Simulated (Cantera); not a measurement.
A closed system holds: 1 mol SiH₂Cl₂, 2.3 mol NH₃, at 0.0133 bar.

Method: chemical equilibrium by Gibbs-energy minimisation in Cantera with the NASA 1993 tables (ideal gas, pure condensed phases). Candidate condensed phases: NH₄Cl, Si, Si₃N₄; 28 gas species. The tables' values for SiCl₃ are old estimates; treat these amounts as uncertain. The numbers say what is thermodynamically allowed, not how fast it happens.

x: gas mole fraction; n: condensed amount in mol.

```tsv
T (K)	x H₂	x HCl	x N₂	x SiCl₄	x SiCl₂	x SiCl₃	n Si₃N₄(s)
725	0.625	0.260	0.0952	0.0198	5.41e-12	2.10e-8	0.294
775	0.618	0.272	0.0931	0.0167	1.05e-10	1.11e-7	0.300
825	0.613	0.282	0.0913	0.0142	1.41e-9	4.76e-7	0.305
875	0.608	0.290	0.0899	0.0121	1.39e-8	1.71e-6	0.309
925	0.605	0.296	0.0888	0.0105	1.06e-7	5.30e-6	0.313
975	0.602	0.301	0.0879	0.00911	6.55e-7	1.45e-5	0.315
1025	0.599	0.306	0.0871	0.00799	3.36e-6	3.59e-5	0.317
1075	0.597	0.309	0.0865	___	___	8.09e-5	0.319
1125	0.596	0.312	0.0861	0.00626	5.61e-5	0.000169	0.320
1175	0.595	0.313	0.0858	___	___	0.000328	0.321
1225	0.594	0.314	0.0858	0.00492	0.000573	0.000597	0.321
1275	0.594	0.313	0.0863	0.00428	0.00156	0.00101	0.319
1325	0.594	0.309	0.0876	0.00358	0.00383	0.00159	0.315
```

Task: Some entries are withheld; supply them.

Result: 
- 1175, x SiCl₄: 0.00556
- 1175, x SiCl₂: 0.000189
- 1075, x SiCl₄: 0.00705
- 1075, x SiCl₂: 1.47e-5
